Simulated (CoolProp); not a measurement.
Vapour-liquid equilibrium of ethanol (1) + n-octane (2) at 0.902 MPa; x and y are mole fractions of (1).

Computed with CoolProp (multi-fluid Helmholtz-energy mixture model, Schroeder 2014 and Beckmüller 2019; pair parameters Bell 2016).

Task: Give the bubble temperature and the first vapour's composition at x = 0.05, 0.2, 0.8. Is there an azeotrope?

Result: x = 0.05: 476.7 K, y = 0.318; x = 0.2: 443.4 K, y = 0.659; x = 0.8: 422.5 K, y = 0.883. No azeotrope shows between x = 0.05 and 0.95.

The pair parameters rest on a limited set of measurements; away from them the model extrapolates. With so large a gap from Raoult's law the liquid may split in two, which this calculation doesn't test in full.
